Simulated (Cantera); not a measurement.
Charge: 1 mol Ti, 1.2 mol CH4, equilibrated at 0.130 bar.

These are equilibrium values from Cantera (NASA tables, ideal gas, pure condensed phases), not measurements of a reactor. Candidate condensed phases: C, C6H6, C7H8, C8H18, Ti, TiC; 77 gas species. TiC: taken at fixed stoichiometry. Rates play no part.

x: gas mole fraction; n: condensed amount in mol.

```
T (K)   x H2       x H  x C2H2 (acetylene)     x CH4  n C(graphite)  n TiC(s)
-----  -----  --------  ------------------  --------  -------------  --------
1348   0.999   6.41e-6                   ?  0.000757          0.198      1.00
1498   1.000   4.77e-5                   ?  0.000337          0.199      1.00
1648   1.000  0.000247                   ?  0.000174          0.199      1.00
1798   0.999  0.000976                   ?  0.000100          0.199      1.00
1948   0.996   0.00313                   ?   6.31e-5          0.197      1.00
2098   0.990   0.00849                   ?   4.22e-5          0.193      1.00
2248   0.977    0.0201                   ?   2.95e-5          0.184     1.000
```

Question: Some entries are withheld; supply them.

Answer: 
- 1348, x C2H2 (acetylene): 1.20e-6
- 1498, x C2H2 (acetylene): 8.81e-6
- 1648, x C2H2 (acetylene): 4.47e-5
- 1798, x C2H2 (acetylene): 0.000172
- 1948, x C2H2 (acetylene): 0.000537
- 2098, x C2H2 (acetylene): 0.00141
- 2248, x C2H2 (acetylene): 0.00324
